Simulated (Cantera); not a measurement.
A Cantera script and what it prints.

```python
import numpy as np
import cantera as ct

gas_names = """
    Pb
""".split()
cond_names = """
    PbS(s) PbS(L) S(cr1) S(cr2) S(L)
""".split()


# ... load() reads the species with a 1 bar reference pressure and builds the phases ...
species = {s.name: s for s in load("nasa_gas.yaml", gas_names) + load("nasa_condensed.yaml", cond_names)}
# Each term lists the table entries of one substance; the one whose range holds T is used.
reactions = {
    'PbS = S + Pb(g)':
        [(-1, ['PbS(s)', 'PbS(L)']), (1, ['S(cr1)', 'S(cr2)', 'S(L)']), (1, ['Pb'])],
}


def pick(names, T):
    return next(species[n] for n in names if species[n].thermo.min_temp <= T <= species[n].thermo.max_temp)


results = []
for label, terms in reactions.items():
    print(label)
    print("     T/K   dH/kJ  dS/(J/K)   dG/kJ   log10 K")
    for T in [425, 475, 525, 575, 625, 675, 725]:
        used = [(nu, pick(names, T)) for nu, names in terms]
        dH = sum(nu * s.thermo.h(T) for nu, s in used) / 1e6
        dS = sum(nu * s.thermo.s(T) for nu, s in used) / 1e3
        dG = dH - T * dS / 1e3
        logK = -dG * 1e6 / (ct.gas_constant * T * np.log(10))
        results.append((label, T, dH, dS, dG, logK, [s.name for _, s in used]))
        print(f"{T:8g} {dH:8.1f} {dS:8.1f} {dG:8.1f} {logK:8.2f}")
```

It prints:

```
PbS = S + Pb(g)
     T/K   dH/kJ  dS/(J/K)   dG/kJ   log10 K
     425    295.4    120.7    244.1   -30.00
     475    295.8    121.8    238.0   -26.17
     525    296.3    122.8    231.9   -23.07
     575    296.7    123.5    225.7   -20.51
     625    296.9    123.8    219.6   -18.35
     675    297.0    123.8    213.4   -16.51
     725    296.9    123.7    207.2   -14.93
```

Cantera with NASA thermochemical tables; ideal gases at 1 bar, condensed phases pure. Condensed species are held in their standard states even where they would react or evaporate.
